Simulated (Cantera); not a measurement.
An adiabatic, constant-pressure homogeneous reactor starts with 4.25 % CH4, 1.74 % H2, 7.23 % O2, 86.8 % N2, at 1448 K and 14300 Torr.

Model: GRI-Mech 3.0 (53 species, 325 reactions), integrated in Cantera. The pressure lies above the range GRI-Mech 3.0 was tuned for (to about 10 atm).

### Question
Predict: time of steepest temperature rise; temperature at 1.00 s; equilibrium temperature; x(H2) at 1.00 s; x(O2) at 1.00 s; x(CH2O) at 1.00 s; x(NO) at 1.00 s.

### Answer
| Item | Result |
|---|---|
| time of steepest temperature rise | 0.152 ms |
| temperature at 1.00 s | 2167 K |
| equilibrium temperature | 2167 K |
| x(H2) at 1.00 s | 0.0193 (gas-phase equilibrium 0.0193) |
| x(O2) at 1.00 s | 8.21e-7 (gas-phase equilibrium 8.21e-7) |
| x(CH2O) at 1.00 s | 3.41e-9 (gas-phase equilibrium 3.41e-9) |
| x(NO) at 1.00 s | 2.42e-5 (gas-phase equilibrium 2.42e-5) |
